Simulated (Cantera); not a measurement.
Charge: 1 mol CH4, 0.022 mol H2O, 0.079 mol O2, equilibrated at 2202 °C and 0.300 bar.

Cantera equilibrium calculation (NASA polynomials, part measured and part estimated; ideal gas, pure solids and liquids). Candidate condensed phases: C, C6H6, C7H8, C8H18, H2O; 110 gas species. The numbers say what is thermodynamically allowed, not how fast it happens.

Base state: H2 0.873, CO 0.0802, H 0.0384, C2H2 (acetylene) 0.00849, CH4 3.57e-5, C4H2 3.41e-5, CH3 2.84e-5, C2H 2.54e-5 (mole fractions); condensed: C(graphite).

**Question.** What changes in the equilibrium state with this change: pressure from 0.300 bar to 1.00 bar?

**Answer.** 
```tsv
species	before	after
H2	0.873	0.889
CO	0.0802	0.0809
H	0.0384	0.0212
CH4	3.57e-5	0.000124
CH3	2.84e-5	5.33e-5
C(graphite), mol	0.781	0.781
```

**Question.** What changes in the equilibrium state with this change: pressure from 0.300 bar to 13.3 mbar?

**Answer.** 
```json
[
 {"species": "H2", "before": "0.873", "after": "0.749"},
 {"species": "H", "before": "0.0384", "after": "0.169"},
 {"species": "CO", "before": "0.0802", "after": "0.0748"},
 {"species": "CH4", "before": "3.57e-5", "after": "1.17e-6"},
 {"species": "C3", "before": "1.12e-6", "after": "2.52e-5"},
 {"species": "CH3", "before": "2.84e-5", "after": "4.76e-6"},
 {"species": "C(graphite), mol", "before": "0.781", "after": "0.784"}
]
```
